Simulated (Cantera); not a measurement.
Input (Python, Cantera):

```python
import numpy as np
import cantera as ct

gas = ct.Solution("gri30.yaml")
gas.TPX = 1698, 14000, {'CH4': 0.024, 'H2': 0.27, 'H': 0.028}
inlet = ct.Reservoir(gas, clone=True)

reactor = ct.IdealGasConstPressureReactor(gas, energy="off", clone=False)
exhaust = ct.Reservoir(gas, clone=True)
tau = [0.61, 0.29, 0.14, 0.064, 0.03, 0.014, 0.0068, 0.0032, 0.0015][0]
for a, b in ((inlet, reactor), (reactor, exhaust)):
    ct.MassFlowController(a, b, mdot=lambda t: reactor.mass / tau)
net = ct.ReactorNet([reactor])
show = ['CH4', 'H2', 'H', 'C2H6', 'CH2', 'C2H4', 'C2H']

rows = []
print(f"{'tau/s':>10s}{'T/K':>9s}" + "".join(f"{s:>11s}" for s in show))
for tau in [0.61, 0.29, 0.14, 0.064, 0.03, 0.014, 0.0068, 0.0032, 0.0015]:
    net.initial_time = 0.0
    net.advance(30 * tau)
    before = gas.X
    net.advance(40 * tau)
    drift = np.max(np.abs(gas.X - before) / (gas.X + 1e-9))
    rows.append([gas.T, *gas[show].X, drift])
    print(f"{tau:10.3e}{gas.T:9.1f}" + "".join(f"{x:11.3e}" for x in gas[show].X))
```

Output:

```
     tau/s      T/K        CH4         H2          H       C2H6        CH2       C2H4        C2H
 6.100e-01   1698.0  2.241e-02  9.512e-01  5.117e-04  3.043e-06  1.259e-07  2.057e-04  7.558e-08
 2.900e-01   1698.0  2.677e-02  9.487e-01  5.944e-04  5.286e-06  1.987e-07  2.189e-04  8.081e-08
 1.400e-01   1698.0  3.059e-02  9.465e-01  7.217e-04  8.831e-06  3.248e-07  2.458e-04  9.048e-08
 6.400e-02   1698.0  3.413e-02  9.443e-01  9.302e-04  1.494e-05  5.740e-07  2.943e-04  1.071e-07
 3.000e-02   1698.0  3.722e-02  9.422e-01  1.226e-03  2.433e-05  1.018e-06  3.644e-04  1.295e-07
 1.400e-02   1698.0  4.022e-02  9.399e-01  1.646e-03  3.900e-05  1.811e-06  4.610e-04  1.577e-07
 6.800e-03   1698.0  4.303e-02  9.376e-01  2.197e-03  5.991e-05  3.080e-06  5.777e-04  1.885e-07
 3.200e-03   1698.0  4.584e-02  9.348e-01  2.990e-03  9.178e-05  5.233e-06  7.212e-04  2.232e-07
 1.500e-03   1698.0  4.834e-02  9.317e-01  4.105e-03  1.371e-04  8.648e-06  8.754e-04  2.590e-07
```

Computed with Cantera and GRI-Mech 3.0 (53 species, 325 reactions). GRI-Mech 3.0 stops at C3 and has no aromatics, soot or wall deposition, so with more carbon than oxygen in the feed, carbon stays in small species such as C2H2 where larger ones or solid carbon would form.
